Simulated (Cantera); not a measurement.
Cantera run:

```python
import numpy as np
import cantera as ct

gas_names = [...]  # 87 gases of nasa_gas.yaml made of C, H, Si
cond_names = """
    C(gr) C6H6(L) C7H8(L) C8H18(L),n-octa Si(cr) Si(L) SiC(b)
""".split()


# ... load() reads the species with a 1 bar reference pressure and builds the phases ...
atoms = {
    'SiC': {'Si': 1, 'C': 1},
    'C': {'C': 1},
    'H2': {'H': 2},
}
top_T = {'C(gr)': 4500, 'SiC(b)': 3050}  # K; cautious upper limits of use, not melting points


# ... equilibrate(T, P, feed) seeds the gas with the atoms and calls Mixture.equilibrate('TP', solver="vcs", rtol=1e-11, max_steps=5000) ...
results = []
feed = {'SiC': 1, 'C': 0.009, 'H2': 0.12}  # mol
P = 101325  # Pa
for T in [2023, 2073, 2123, 2173, 2223, 2273, 2323, 2373, 2423, 2473, 2523, 2573, 2623, 2673]:
    mix = equilibrate(T, P, feed)
    results.append((T, P, feed, dict(zip(mix.species_names, mix.species_moles))))

top = {s: max(r[3][s] / sum(r[3][g] for g in gas_names) for r in results) for s in gas_names}
cols = sorted((s for s in top if top[s] > 1e-05), key=lambda s: -top[s])[:5]
seen = [c for c in cond_names if any(r[3].get(c, 0) > 1e-12 for r in results)]
print("log10 of partial pressures in bar; condensed amounts in mol")
print(f"{'T/K':>10s}" + "".join(f"{s[:9]:>10s}" for s in cols + seen))
for T, P, feed, n in results:
    ng = sum(n[g] for g in gas_names)
    print(f"{T:10.4g}" + "".join(f"{np.log10(max(n[s] / ng * P / 1e5, 1e-99)):10.3f}" for s in cols)
          + "".join(f"{n.get(c, 0):10.4g}" for c in seen))
```

Result:

```
log10 of partial pressures in bar; condensed amounts in mol
       T/K        H2         H C2H2,acet        Si      SiC2     C(gr)    SiC(b)
      2023     0.004    -2.719    -3.045    -5.469    -6.806  0.008736         1
      2073     0.004    -2.578    -2.908    -5.149    -6.390  0.008663         1
      2123     0.003    -2.444    -2.778    -4.845    -5.994  0.008566         1
      2173     0.003    -2.315    -2.654    -4.554    -5.616  0.008442         1
      2223     0.002    -2.193    -2.536    -4.277    -5.256  0.008284         1
      2273     0.000    -2.076    -2.423    -4.012    -4.913  0.008088         1
      2323    -0.001    -1.964    -2.316    -3.758    -4.584   0.00785         1
      2373    -0.003    -1.857    -2.214    -3.516    -4.270  0.007563    0.9999
      2423    -0.006    -1.754    -2.117    -3.283    -3.969  0.007224    0.9999
      2473    -0.009    -1.656    -2.025    -3.061    -3.681   0.00683    0.9998
      2523    -0.013    -1.562    -1.937    -2.847    -3.404  0.006381    0.9997
      2573    -0.017    -1.473    -1.853    -2.641    -3.139  0.005877    0.9994
      2623    -0.023    -1.387    -1.775    -2.444    -2.884  0.005325    0.9991
      2673    -0.030    -1.305    -1.701    -2.254    -2.639  0.004737    0.9985
```

Equilibrium computed with Cantera from the NASA thermochemical tables; the gas is ideal and each condensed phase is pure. Gases not in the tables: Si2H6 and higher silanes.
